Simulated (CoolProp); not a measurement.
Properties of carbon dioxide along the isobar 41800 kPa (Tc = 304.1 K, pc = 7377 kPa, ω = 0.224).

Values from CoolProp's reference Helmholtz-energy equation of state, Span 1996.

```
T (K)          phase  speed of sound (m/s)  viscosity (µPa s)
-----  -------------  --------------------  -----------------
255.9         liquid                 969.8                ___
280.4         liquid                 858.1                ___
304.9  supercritical                 755.7                119
329.4  supercritical                 665.4               95.6
353.9  supercritical                   ___               78.9
378.4  supercritical                 530.0               66.6
402.9  supercritical                 488.0               57.6
427.5  supercritical                 461.2               51.1
452    supercritical                 445.6               46.6
476.5  supercritical                 437.8               43.5
501    supercritical                 435.1               41.4
525.5  supercritical                   ___               40.1
550    supercritical                   ___               39.3
```

### Question
Complete the blanks.

### Answer

- 255.9, viscosity (µPa s): 199
- 280.4, viscosity (µPa s): 151
- 353.9, speed of sound (m/s): 589.5
- 525.5, speed of sound (m/s): 435.7
- 550, speed of sound (m/s): 438.3

Viscosity comes from a separate model (Laesecke 2017).
